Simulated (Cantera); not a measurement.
A closed system holds: 1 mol CH₄, 19 mol H₂, 3.1 mol CO₂, equilibrated at 1150 K and 1 atm.

Equilibrium computed with Cantera from the NASA thermochemical tables; the gas is ideal and each condensed phase is pure. Candidate condensed phases: C, C₆H₆, C₇H₈, C₈H₁₈, H₂O; 110 gas species. Rates play no part.

Base state: H₂ 0.764, CO 0.151, H₂O 0.0728, CO₂ 0.0121, CH₄ 0.00104 (mole fractions); condensed: gas only.

### Question
What changes in the equilibrium state with this change: temperature from 1150 K to 600 K?

### Answer
```json
[
 {"species": "H₂", "before": "0.764", "after": "0.391"},
 {"species": "H₂O", "before": "0.0728", "after": "0.367"},
 {"species": "CH₄", "before": "0.00104", "after": "0.243"},
 {"species": "CO", "before": "0.151", "after": "7.56e-7"},
 {"species": "CO₂", "before": "0.0121", "after": "2.01e-5"}
]
```
